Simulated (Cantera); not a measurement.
Input (Python, Cantera):

```python
import numpy as np
import cantera as ct

gas = ct.Solution("h2o2.yaml")
gas.TPX = 348, 17000, {'H2': 1, 'O2': 0.357, 'N2': 1.34}
flame = ct.FreeFlame(gas, width=0.14)
flame.set_refine_criteria(ratio=3, slope=0.08, curve=0.16)
flame.transport_model = "mixture-averaged"
flame.solve(loglevel=0, auto=True)
z, T = flame.grid, flame.T
thick = (T[-1] - T[0]) / np.gradient(T, z).max()
show = ['H2', 'O2', 'HO2', 'O', 'H', 'OH']
print(f"laminar burning velocity  {flame.velocity[0] * 100:.3f} cm/s")
print(f"burnt temperature         {T[-1]:.1f} K")
print(f"thermal thickness         {thick * 1e3:.4f} mm")
print(f"grid points               {len(z)}")
z0 = z[flame.heat_release_rate.argmax()]
print(f"{'z/mm':>9s}{'T/K':>9s}{'u/(m/s)':>9s}" + "".join(f"{s:>11s}" for s in show))
rows = []
for k in (-3, -2, -1.5, -1, -0.5, -0.25, 0, 0.25, 0.5, 1, 2, 4, 8):
    zz = z0 + k * thick
    rows.append([k * thick, np.interp(zz, z, T), np.interp(zz, z, flame.velocity),
                 *(np.interp(zz, z, flame.X[gas.species_index(s)]) for s in show)])
    print(f"{rows[-1][0] * 1e3:9.3f}{rows[-1][1]:9.1f}{rows[-1][2]:9.3f}" + "".join(f"{x:11.3e}" for x in rows[-1][3:]))
```

Result:

```
laminar burning velocity  306.085 cm/s
burnt temperature         2294.3 K
thermal thickness         3.8645 mm
grid points               144
     z/mm      T/K  u/(m/s)         H2         O2        HO2          O          H         OH
  -11.593    348.0    3.061  3.708e-01  1.324e-01 -1.874e-16  6.920e-18  1.264e-20  2.196e-20
   -7.729    348.0    3.061  3.708e-01  1.324e-01  7.996e-15  1.929e-15  3.611e-18  6.118e-18
   -5.797    348.0    3.061  3.708e-01  1.324e-01  1.098e-12  1.315e-13  2.909e-16  4.195e-16
   -3.864    348.0    3.061  3.708e-01  1.324e-01  1.217e-09  4.426e-11  3.072e-12  5.129e-13
   -1.932    350.7    3.081  3.698e-01  1.325e-01  2.912e-05  3.912e-07  4.359e-06  3.009e-06
   -0.966    570.5    4.908  3.413e-01  1.281e-01  7.594e-05  1.115e-04  6.122e-03  7.575e-04
    0.000   1045.8    8.692  2.149e-01  8.679e-02  1.990e-05  4.413e-03  5.969e-02  1.937e-03
    0.966   1340.9   11.028  1.037e-01  2.118e-02  4.467e-06  7.762e-03  1.013e-01  5.414e-03
    1.932   1456.5   11.901  9.081e-02  1.021e-02  1.954e-06  7.019e-03  9.901e-02  6.958e-03
    3.864   1581.5   12.815  9.530e-02  7.940e-03  1.322e-06  6.417e-03  8.552e-02  8.533e-03
    7.729   1719.4   13.794  1.012e-01  6.297e-03  9.248e-07  5.397e-03  6.979e-02  9.830e-03
   15.458   1861.1   14.770  1.060e-01  4.537e-03  6.126e-07  4.041e-03  5.410e-02  1.041e-02
   30.916   1997.0   15.679  1.098e-01  2.875e-03  3.846e-07  2.616e-03  3.949e-02  9.943e-03
```

Detailed kinetics in Cantera: the H2/O2 subset of GRI-Mech 3.0, which has no nitrogen chemistry. Burning velocities carry a grid error of a few per cent, more on coarse grids.
